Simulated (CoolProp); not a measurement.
Vapour-liquid equilibrium of ethylene (1) + ethane (2) at -23.05 °C; x and y are mole fractions of (1).

Computed with CoolProp (multi-fluid Helmholtz-energy mixture model, Smukala 2000 and Bücker 2006; pair parameters Bell 2016).

Q: Give the bubble pressure and the first vapour's composition at x = 0.45, 0.65, 0.75. Is there an azeotrope?

A: x = 0.45: 1.782 MPa, y = 0.549; x = 0.65: 1.977 MPa, y = 0.728; x = 0.75: 2.076 MPa, y = 0.810. No azeotrope shows between x = 0.05 and 0.95.

The pair parameters rest on a limited set of measurements; away from them the model extrapolates.
